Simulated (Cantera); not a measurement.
A freely propagating, adiabatic, planar premixed flame of CH4 : C2H6 : O2 : N2 = 1 : 0.043 : 2.39 : 5.97 (molar parts), equivalence ratio 0.90, unburnt at 525 K and 25000 Pa; mixture-averaged transport, grid criteria slope 0.08 and curve 0.16, no radiation.

Cantera simulation using GRI-Mech 3.0 (53 species, 325 reactions); the numbers are that mechanism's predictions, not measurements. Burning velocities carry a grid error of a few per cent, more on coarse grids.

Question: Predict: laminar burning velocity; thermal thickness; peak x(C2H2).

Answer: 
| Quantity | Result |
|---|---|
| laminar burning velocity | 203 cm/s |
| thermal thickness | 0.827 mm |
| peak x(C2H2) | 0.000180 |
